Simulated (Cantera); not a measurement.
Adiabatic ignition

An adiabatic, constant-volume homogeneous reactor starts with CH₄ : O₂ : N₂ : H₂O = 1 : 0.97 : 10.6 : 0.61 (molar parts), equivalence ratio 2.1, at 1725 K and 4.93 atm.

Model: GRI-Mech 3.0 (53 species, 325 reactions), integrated in Cantera.

| t (s) | T (K) | P (bar) | x CH₄ | x O₂ | x H₂O | x CO₂ | x CH₂ |
|---|---|---|---|---|---|---|---|
| 8.00e-6 | 1724 | 5.00 | 0.0757 | 0.0736 | 0.0463 | 7.96e-8 | 3.06e-9 |
| 1.83e-5 | 1724 | 5.00 | 0.0754 | 0.0734 | 0.0465 | 9.07e-7 | 1.48e-8 |
| 4.20e-5 | 1727 | 5.01 | 0.0739 | 0.0729 | 0.0471 | 8.91e-6 | 5.90e-8 |
| 9.61e-5 | 1758 | 5.12 | 0.0643 | 0.0679 | 0.0527 | 0.000128 | 5.28e-7 |
| 0.000220 | 2388 | 7.43 | 0.000552 | 1.96e-6 | 0.101 | 0.0119 | 5.76e-6 |
| 0.000504 | 2384 | 7.46 | 1.06e-5 | 1.77e-6 | 0.0971 | 0.0114 | 9.51e-8 |
| 0.00115 | 2383 | 7.45 | 2.31e-10 | 1.89e-6 | 0.0970 | 0.0114 | 2.29e-12 |
| 0.00264 | 2383 | 7.46 | 1.16e-10 | 1.90e-6 | 0.0971 | 0.0114 | 1.16e-12 |
| 0.00605 | 2384 | 7.46 | 1.12e-10 | 1.91e-6 | 0.0971 | 0.0114 | 1.12e-12 |
| 0.0139 | 2384 | 7.46 | 1.10e-10 | 1.92e-6 | 0.0971 | 0.0114 | 1.10e-12 |
| 0.0317 | 2384 | 7.46 | 1.10e-10 | 1.92e-6 | 0.0971 | 0.0114 | 1.10e-12 |
| 0.0727 | 2384 | 7.46 | 1.10e-10 | 1.92e-6 | 0.0971 | 0.0114 | 1.10e-12 |
| 0.167 | 2384 | 7.46 | 1.10e-10 | 1.92e-6 | 0.0971 | 0.0114 | 1.10e-12 |
| 0.381 | 2384 | 7.46 | 1.10e-10 | 1.92e-6 | 0.0971 | 0.0114 | 1.10e-12 |
| 0.873 | 2384 | 7.46 | 1.10e-10 | 1.92e-6 | 0.0971 | 0.0114 | 1.10e-12 |
| 2.00 | 2384 | 7.46 | 1.10e-10 | 1.92e-6 | 0.0971 | 0.0114 | 1.10e-12 |
x: mole fraction; the columns are a selection and need not sum to one.

The time of steepest temperature rise is 0.144 ms, the temperature at 2.00 s is 2384 K and the equilibrium temperature is 2384 K. The x(CH₄) at 2.00 s is 1.10e-10 (gas-phase equilibrium 1.24e-10) and the x(O₂) at 2.00 s comes out as 1.92e-6 (gas-phase equilibrium 1.92e-6). The x(H₂O) at 2.00 s is 0.0971 (gas-phase equilibrium 0.0971).
